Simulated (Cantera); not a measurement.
A closed system holds: 1 mol B2H6, 9.3 mol NH3, 0.24 mol H2O, held at 1052 °C and 2900 Pa.

Method: chemical equilibrium by Gibbs-energy minimisation in Cantera with the NASA 1993 tables (ideal gas, pure condensed phases). Candidate condensed phases: B, BN, B2O3, B3O3H3, H2O; 39 gas species. The feed counts by its element totals alone. Mutual solubility and eutectic melting of coexisting phases are not modelled. The numbers say what is thermodynamically allowed, not how fast it happens.

Base state: H2 0.820, N2 0.178, H2O 0.00119, HBO2 0.000838, HBO 9.18e-5, B2O3 1.26e-5 (mole fractions); condensed: BN(s) + B2O3(l).

### Question
What changes in the equilibrium state with this change: pressure from 2900 Pa to 110 Pa?

### Answer
| species | before | after |
|---|---|---|
| H2 | 0.820 | 0.818 |
| N2 | 0.178 | 0.178 |
| HBO2 | 0.000838 | 0.00249 |
| H2O | 0.00119 | 0.000400 |
| B2O2 | 1.31e-7 | 1.03e-5 |
| B2O3 | 1.26e-5 | 0.000333 |
| HBO | 9.18e-5 | 0.000812 |
| H | 8.70e-6 | 4.46e-5 |
| BN(s), mol | 1.86 | 1.86 |
| B2O3(l), mol | 0.0591 | 0.0296 |
